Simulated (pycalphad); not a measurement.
An equivalent pycalphad script:

```python
from pycalphad import Database, equilibrium, calculate, variables as v
import numpy as np
db = Database('COST507.tdb')
comps = ['SI', 'MG', 'VA']
phases = ['DIAMOND_A4', 'HCP_A3', 'LIQUID', 'MG2SI']
eq = equilibrium(db, comps, phases, {v.X('MG'): 0.0239, v.T: np.arange(1650, 349, -40), v.P: 101325, v.N: 1}, output=['HM', 'SM'])
```

Source of the numbers: pycalphad with the COST 507 light-alloy database (1999); pressure 1 atm. No gas phase is included, though pure Mg would boil below 1650 K. The data set is of 1999 and partly superseded. Phase fractions are per mole of atoms. Diffusion is slow at the low end, where real alloys seldom reach equilibrium.

Results at three of the temperatures:

```
T = 1490.00 K, P = 101325 Pa, N = 1 mol of atoms
G = -57953 J/mol, H = 32618 J/mol, S = 60.79 J/(mol K)  (SER reference)
chemical potentials (J/mol): Si -56383, Mg -122086
phase             fraction      x(Si)      x(Mg)
DIAMOND_A4          0.9050     1.0000       none
LIQUID              0.0950     0.7485     0.2515
```

```
T = 1010.00 K, P = 101325 Pa, N = 1 mol of atoms
G = -31889 J/mol, H = 16440 J/mol, S = 47.85 J/(mol K)  (SER reference)
chemical potentials (J/mol): Si -30856, Mg -74053
phase             fraction      x(Si)      x(Mg)
DIAMOND_A4          0.9641     1.0000       none
MG2SI               0.0359     0.3333     0.6667
```

```
T = 650.00 K, P = 101325 Pa, N = 1 mol of atoms
G = -16556 J/mol, H = 7263 J/mol, S = 36.65 J/(mol K)  (SER reference)
chemical potentials (J/mol): Si -15618, Mg -54852
phase             fraction      x(Si)      x(Mg)
DIAMOND_A4          0.9641     1.0000       none
MG2SI               0.0359     0.3333     0.6667
```

Changes of the phase set, refined by bisection:

| T (K) | phases above | phases below |
|---|---|---|
| 1216.6 | diamond (Si) + liquid | diamond (Si) + MG2SI |

Database names, with the compositions (at.%) that they take in these runs: MG2SI: Mg 67 Si 33. DIAMOND_A4 is diamond (Si). An entry "none" or "no" means that the model of the phase leaves that element out.
